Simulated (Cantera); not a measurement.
A perfectly stirred reactor is fed with N2O : O2 = 1 : 0.054 (molar parts), at 1000 Pa; it is held at 1575 K, and followed from long to short residence time.

Detailed kinetics in Cantera: GRI-Mech 3.0 (53 species, 325 reactions). GRI-Mech 3.0 was tuned for natural gas; its chemistry of N2O as a main component is partial and can be far from experiment. Radical loss at walls, strong at low pressure, is not modelled. The temperature is held fixed by assumption; the heat of reaction is taken as removed at once.

Question: What does this change do: pressure from 1000 Pa to 13000 Pa?

Answer: 
| quantity | before | after |
|---|---|---|
| x(N2O) at τ = 7.30 s | 0.0619 | 0.00706 |
| x(O2) at τ = 7.30 s | 0.251 | 0.300 |
| x(NO2) at τ = 7.30 s | 3.92e-5 | 0.000124 |
| x(NO) at τ = 7.30 s | 0.170 | 0.108 |
| x(O) at τ = 7.30 s | 0.000139 | 6.03e-5 |
| x(N2O) at τ = 0.120 s | 0.767 | 0.238 |
| x(O2) at τ = 0.120 s | 0.0921 | 0.213 |
| x(NO2) at τ = 0.120 s | 3.60e-6 | 0.000118 |
| x(NO) at τ = 0.120 s | 0.0354 | 0.134 |
| x(O) at τ = 0.120 s | 0.000141 | 0.000134 |

Question: What does this change do: temperature 1575 to 1125 K?

Answer: 
```json
[
 {"quantity": "x(N2O) at τ = 7.30 s", "before": "0.0619", "after": "0.935"},
 {"quantity": "x(O2) at τ = 7.30 s", "before": "0.251", "after": "0.0553"},
 {"quantity": "x(NO2) at τ = 7.30 s", "before": "3.92e-5", "after": "7.08e-8"},
 {"quantity": "x(NO) at τ = 7.30 s", "before": "0.170", "after": "0.000707"},
 {"quantity": "x(O) at τ = 7.30 s", "before": "0.000139", "after": "5.25e-7"},
 {"quantity": "x(N2O) at τ = 0.120 s", "before": "0.767", "after": "0.949"},
 {"quantity": "x(O2) at τ = 0.120 s", "before": "0.0921", "after": "0.0513"},
 {"quantity": "x(NO2) at τ = 0.120 s", "before": "3.60e-6", "after": "5.12e-11"},
 {"quantity": "x(NO) at τ = 0.120 s", "before": "0.0354", "after": "1.17e-5"},
 {"quantity": "x(O) at τ = 0.120 s", "before": "0.000141", "after": "5.21e-7"}
]
```
The mechanism lacks the step 2 NO + O2 → 2 NO2, which can matter for NO2 below about 1400 K.
